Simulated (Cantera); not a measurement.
What does this Cantera script print?

```python
import numpy as np
import cantera as ct

gas = ct.Solution("gri30.yaml")
gas.TPX = 1300, 2700, {'N2O': 1, 'O2': 0.45}
reactor = ct.IdealGasConstPressureReactor(gas, energy="off", clone=False)
net = ct.ReactorNet([reactor])
net.rtol, net.atol = 1e-08, 1e-18
show = ['N2O', 'O2', 'O', 'NO', 'NO2', 'N2']
times = np.geomspace(1e-05, 2, 12)

steps = ct.SolutionArray(gas, extra=["t"])
rows = []
print(f"{'t/s':>10s}{'T/K':>9s}{'P/Pa':>11s}" + "".join(f"{s:>11s}" for s in show))
for t in times:
    while net.time < t:
        t_next = net.step()
        steps.append(gas.state, t=t_next)
    rows.append([np.interp(t, steps.t, y) for y in (steps.T, steps.P, *steps(*show).X.T)])
    print(f"{t:10.3e}{rows[-1][0]:9.1f}{rows[-1][1]:11.4g}" + "".join(f"{x:11.3e}" for x in rows[-1][2:]))
rate = np.gradient(steps.T, steps.t)
print("integrator steps:", len(steps.t))
if steps.T.max() > steps.T[0] + 200:
    print(f"time of steepest temperature rise: {steps.t[rate.argmax()]:.4e} s")
gas.TPX = 1300, 2700, {'N2O': 1, 'O2': 0.45}
gas.equilibrate("TP")
print(f"equilibrium (TP): T = {gas.T:.1f} K  " + "  ".join(f"{s} {gas[s].X[0]:.3e}" for s in show))
```

Output:

```
       t/s      T/K       P/Pa        N2O         O2          O         NO        NO2         N2
 1.000e-05   1300.0       2700  6.897e-01  3.103e-01  3.224e-07  2.087e-09  1.024e-17  3.354e-07
 3.033e-05   1300.0       2700  6.897e-01  3.103e-01  9.367e-07  1.862e-08  3.024e-16  1.053e-06
 9.201e-05   1300.0       2700  6.896e-01  3.103e-01  2.502e-06  1.574e-07  9.567e-15  3.482e-06
 2.791e-04   1300.0       2700  6.896e-01  3.103e-01  5.345e-06  1.144e-06  2.995e-13  1.247e-05
 8.465e-04   1300.0       2700  6.896e-01  3.104e-01  7.438e-06  6.077e-06  6.790e-12  4.530e-05
 2.568e-03   1300.0       2700  6.894e-01  3.104e-01  7.637e-06  2.286e-05  9.188e-11  1.501e-04
 7.789e-03   1300.0       2700  6.890e-01  3.105e-01  7.637e-06  7.393e-05  9.447e-10  4.683e-04
 2.363e-02   1300.0       2700  6.876e-01  3.108e-01  7.637e-06  2.286e-04  8.673e-09  1.432e-03
 7.166e-02   1300.0       2700  6.833e-01  3.116e-01  7.636e-06  6.952e-04  7.136e-08  4.340e-03
 2.174e-01   1300.0       2700  6.707e-01  3.141e-01  7.635e-06  2.088e-03  4.701e-07  1.302e-02
 6.594e-01   1300.0       2700  6.342e-01  3.215e-01  7.631e-06  6.121e-03  2.128e-06  3.816e-02
 2.000e+00   1300.0       2700  5.375e-01  3.409e-01  7.618e-06  1.679e-02  6.892e-06  1.047e-01
integrator steps: 468
equilibrium (TP): T = 1300.0 K  N2O 4.295e-09  O2 4.869e-01  O 7.561e-07  NO 4.887e-04  NO2 1.322e-06  N2 5.126e-01
```

Detailed kinetics in Cantera: GRI-Mech 3.0 (53 species, 325 reactions). GRI-Mech 3.0 was tuned for natural gas; its chemistry of N2O as a main component is partial and can be far from experiment. Radical loss at walls, strong at low pressure, is not modelled. The mechanism lacks the step 2 NO + O2 → 2 NO2, which can matter for NO2 below about 1400 K. The temperature is held fixed by assumption; the heat of reaction is taken as removed at once.
